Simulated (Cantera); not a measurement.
## Boron, boron nitride and boron oxide: borazine + O2 + H2

Charge: 1 mol borazine, a varied amount of O2, 0.76 mol H2, at 1375 °C and 0.133 bar.

Equilibrium computed with Cantera from the NASA thermochemical tables; the gas is ideal and each condensed phase is pure. Candidate condensed phases: B, BN, B2O3, B3O3H3, H2O; 39 gas species. The feed counts by its element totals alone. Mutual solubility and eutectic melting of coexisting phases are not modelled. Gases not in the tables: H3BO3. Equilibrium is a limit: real reactors are often held back by kinetics, nucleation or transport.

From 0.76 mol O2 to 2.1 mol O2 the condensed part is BN(s) + B2O3(l). From 2.7 mol O2 to 6.7 mol O2 the condensed part is B2O3(l). The share of B in condensed phases is highest at 0.76 mol O2 (97.1 %) and lowest at 6.7 mol O2 (60.7 %).

```csv
n(O2) (mol),x H2,x H2O,x O2,x N2,x HBO2,x HBO,n BN(s),n B2O3(l)
0.76,0.864,0.00158,<1e-12,0.117,0.00863,0.00595,1.99,0.460
1.4,0.785,0.00170,<1e-12,0.196,0.00897,0.00520,1.14,0.882
2.1,0.714,0.00172,<1e-12,0.268,0.00901,0.00471,0.213,1.34
2.7,0.521,0.126,5.76e-11,0.273,0.0770,0.000402,0,1.27
3.4,0.259,0.344,1.75e-9,0.266,0.127,0.000121,0,1.12
4.1,0.0105,0.562,2.84e-6,0.261,0.163,3.82e-6,0,1.01
4.7,5.41e-5,0.514,0.0892,0.236,0.156,2.06e-8,0,0.985
5.4,3.40e-5,0.457,0.179,0.212,0.147,1.37e-8,0,0.958
6,2.67e-5,0.418,0.242,0.194,0.140,1.13e-8,0,0.935
6.7,2.16e-5,0.379,0.304,0.178,0.134,9.59e-9,0,0.911
```
x: gas mole fraction; n: condensed amount in mol.
